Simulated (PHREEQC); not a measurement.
Acid mine or pickling water (model solution)

Synthetic water in mg/L, 25 °C, pH 2.25, pe 11.9:

```
constituent   mg/L
-----------  -----
Na             176
K             2.26
Ca            53.4
Mg            35.1
Cl             146
S(6) as SO4    998
Mn(2)        0.248
Br            0.11
N(5) as NO3   21.9
Cu(2)        0.179
```

Cl is adjusted to close the charge balance.
Valence states are taken as typed.

Equilibrium calculation in PHREEQC: ion-association model, phreeqc.dat.

This is a speciation only: nothing precipitates in the calculation.

### Question
What ionic strength, specific conductance does the model give?

### Answer
ionic strength 0.0268 mol/kgw; specific conductance 3630 µS/cm.

### Question
In which forms is Cu present?

### Answer
Cu+2 70 %, CuSO4 30 % of the Cu.

Complexes and solids missing from the database can't appear.
